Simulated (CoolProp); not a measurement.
Vapour-liquid equilibrium of R142b (1) + R113 (2) at 313.5 K; x and y are mole fractions of (1).

The numbers come from the multi-fluid Helmholtz-energy mixture model, Lemmon 2006 and Marx 1992; pair parameters Bell 2016 in CoolProp.

Question: Give the bubble pressure and the first vapour's composition at x = 0.125, 0.65, 0.725. Is there an azeotrope?

Answer: x = 0.125: 1.483 bar, y = 0.516; x = 0.65: 3.822 bar, y = 0.905; x = 0.725: 4.121 bar, y = 0.927. No azeotrope shows between x = 0.05 and 0.95.

The pair parameters rest on a limited set of measurements; away from them the model extrapolates.
